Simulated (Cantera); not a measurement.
Charge: 1 mol Si₃N₄, 0.2 mol N₂O, 140 mol N₂, held at 2100 K and 1000 Pa.

These are equilibrium values from Cantera (NASA tables, ideal gas, pure condensed phases), not measurements of a reactor. Candidate condensed phases: Si, SiO₂, Si₂N₂O, Si₃N₄; 16 gas species. The tables' values for SiN are old estimates; treat these amounts as uncertain. The numbers say what is thermodynamically allowed, not how fast it happens.

### Question
What is the equilibrium state?

### Answer
```
Item           Result
----------  ---------
x(N₂)           0.984
x(Si)          0.0133
x(SiO)        0.00139
x(Si₂N)      0.000330
x(SiN)       0.000275
x(Si₂)       0.000174
x(Si₃)        3.55e-5
n(Si(l))    0.673 mol
gas amount  144.4 mol
```
